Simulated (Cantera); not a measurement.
A perfectly stirred reactor is fed with CH4 : H2O = 1 : 1.4 (molar parts), at 3.75 atm; it is held at 2075 K, and followed from long to short residence time.

Computed with Cantera and GRI-Mech 3.0 (53 species, 325 reactions).

What does this change do: H2O 1.4 to 3.9 parts?


```
quantity                 before     after
---------------------  --------  --------
x(CH4) at τ = 0.380 s   0.00335  0.000623
x(H2O) at τ = 0.380 s    0.0931     0.399
x(OH) at τ = 0.380 s    1.77e-5   9.14e-5
x(CH3) at τ = 0.380 s  0.000108   2.43e-5
x(HCO) at τ = 0.380 s   2.83e-7   1.31e-7
x(CH4) at τ = 7.40 ms    0.0239    0.0124
x(H2O) at τ = 7.40 ms     0.204     0.445
x(OH) at τ = 7.40 ms    4.15e-5  0.000107
x(CH3) at τ = 7.40 ms  0.000831  0.000509
x(HCO) at τ = 7.40 ms   2.16e-7   1.59e-7
```

What does this change do: CH4 1 to 0.32 parts?


```json
[
 {"quantity": "x(CH4) at τ = 0.380 s", "before": "0.00335", "after": "0.000509"},
 {"quantity": "x(H2O) at τ = 0.380 s", "before": "0.0931", "after": "0.435"},
 {"quantity": "x(OH) at τ = 0.380 s", "before": "1.77e-5", "after": "0.000103"},
 {"quantity": "x(CH3) at τ = 0.380 s", "before": "0.000108", "after": "2.04e-5"},
 {"quantity": "x(HCO) at τ = 0.380 s", "before": "2.83e-7", "after": "1.16e-7"},
 {"quantity": "x(CH4) at τ = 7.40 ms", "before": "0.0239", "after": "0.0112"},
 {"quantity": "x(H2O) at τ = 7.40 ms", "before": "0.204", "after": "0.475"},
 {"quantity": "x(OH) at τ = 7.40 ms", "before": "4.15e-5", "after": "0.000117"},
 {"quantity": "x(CH3) at τ = 7.40 ms", "before": "0.000831", "after": "0.000470"},
 {"quantity": "x(HCO) at τ = 7.40 ms", "before": "2.16e-7", "after": "1.48e-7"}
]
```

What does this change do: H2O 1.4 to 0.41 parts?


| quantity | before | after |
|---|---|---|
| x(CH4) at τ = 0.380 s | 0.00335 | 0.00914 |
| x(H2O) at τ = 0.380 s | 0.0931 | 0.00249 |
| x(OH) at τ = 0.380 s | 1.77e-5 | 4.52e-7 |
| x(CH3) at τ = 0.380 s | 0.000108 | 0.000284 |
| x(HCO) at τ = 0.380 s | 2.83e-7 | 1.96e-7 |
| x(CH4) at τ = 7.40 ms | 0.0239 | 0.0332 |
| x(H2O) at τ = 7.40 ms | 0.204 | 0.0611 |
| x(OH) at τ = 7.40 ms | 4.15e-5 | 1.14e-5 |
| x(CH3) at τ = 7.40 ms | 0.000831 | 0.00106 |
| x(HCO) at τ = 7.40 ms | 2.16e-7 | 1.45e-7 |
GRI-Mech 3.0 stops at C3 and has no aromatics, soot or wall deposition, so with more carbon than oxygen in the feed, carbon stays in small species such as C2H2 where larger ones or solid carbon would form.
